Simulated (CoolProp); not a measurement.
R507A along the isotherm 205 K: fugacity coefficient from the reference equation and from simpler models built on Tc = 343.8 K, pc = 37.05 bar, ω = 0.286; each cubic takes its own stable root.

Values from CoolProp's reference Helmholtz-energy equation of state, Lemmon 2003. It is a pseudo-pure fit of the blend.

```
p (bar)   phase  reference
-------  ------  ---------
3.7      liquid    0.08526
7.41     liquid    0.04324
11.1     liquid    0.02931
14.8     liquid    0.02233
18.5     liquid    0.01814
22.2     liquid    0.01535
25.9     liquid    0.01337
29.6     liquid    0.01188
33.3     liquid    0.01072
```

How far does each simpler model (van der Waals, Redlich-Kwong, Peng-Robinson) lie from the reference over these 9 states: mean and median of the absolute difference, and the worst?


- van der Waals: mean 850.9 %, median 850.9 %, worst +894.4 % at 205 K and 33.3 bar
- Redlich-Kwong: mean 125.2 %, median 125.2 %, worst +127.7 % at 205 K and 33.3 bar
- Peng-Robinson: mean 1.5 %, median 1.5 %, worst +1.6 % at 205 K and 33.3 bar
